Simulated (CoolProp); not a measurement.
Computed with CoolProp (reference Helmholtz-energy equation of state, Span 1996).

Problem. Give the vapour pressure (MPa), liquid viscosity (µPa s), liquid conductivity (mW/(m K)) of saturated carbon dioxide at -31.25, -23.25, -11.15 °C.

Solution. 
```csv
T (°C),p (MPa),liquid viscosity (µPa s),liquid conductivity (mW/(m K))
-31.25,1.37,167,146
-23.25,1.78,147,137
-11.15,2.56,121,122
```

Viscosity comes from a separate model (Laesecke 2017). Thermal conductivity comes from a separate model (Huber 2016).
